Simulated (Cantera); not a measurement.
An isothermal, constant-pressure homogeneous reactor starts with 20.9 % H2, 56.5 % O2, 22.6 % N2, at 1373 K and 0.0267 bar.

Model: GRI-Mech 3.0 (53 species, 325 reactions), integrated in Cantera. Radical loss at walls, strong at low pressure, is not modelled. The temperature is held fixed by assumption; the heat of reaction is taken as removed at once.

x: mole fraction; the columns are a selection and need not sum to one.

| t (s) | x H2 | x O2 | x H2O2 | x OH | x H | x NO | x O |
|---|---|---|---|---|---|---|---|
| 8.00e-6 | 0.209 | 0.565 | 1.55e-11 | 4.57e-9 | 2.72e-8 | <1e-12 | 5.11e-9 |
| 3.53e-5 | 0.209 | 0.565 | 2.98e-10 | 6.39e-8 | 1.80e-7 | <1e-12 | 8.21e-8 |
| 0.000156 | 0.209 | 0.565 | … | 1.57e-5 | 3.89e-5 | <1e-12 | 2.08e-5 |
| 0.000690 | 0.0129 | 0.446 | … | 0.0152 | 0.0681 | 4.17e-7 | 0.0745 |
| 0.00305 | 0.00996 | 0.466 | … | 0.0136 | 0.0410 | 2.55e-6 | 0.0522 |
| 0.0135 | 0.00256 | 0.503 | … | 0.00713 | 0.00448 | 4.25e-6 | 0.0118 |
| 0.0594 | 0.000141 | 0.513 | … | 0.00169 | 5.61e-5 | 4.36e-6 | 0.000636 |
| 0.263 | 1.09e-5 | 0.514 | … | 0.000473 | 1.22e-6 | 4.37e-6 | 4.96e-5 |
| 1.16 | 1.58e-6 | 0.514 | … | 0.000181 | 6.79e-8 | 4.37e-6 | 7.21e-6 |
| 5.12 | 6.12e-7 | 0.514 | 2.59e-9 | 0.000113 | 1.66e-8 | 4.37e-6 | 2.81e-6 |
| 22.6 | 5.94e-7 | 0.514 | 2.55e-9 | 0.000111 | 1.58e-8 | 4.37e-6 | 2.72e-6 |
| 100 | 5.94e-7 | 0.514 | 2.55e-9 | 0.000111 | 1.58e-8 | 4.37e-6 | 2.72e-6 |

Complete the blanks.


- 0.000156, x H2O2: 5.64e-9
- 0.000690, x H2O2: 3.83e-7
- 0.00305, x H2O2: 4.35e-7
- 0.0135, x H2O2: 3.67e-7
- 0.0594, x H2O2: 9.67e-8
- 0.263, x H2O2: 1.99e-8
- 1.16, x H2O2: 4.86e-9
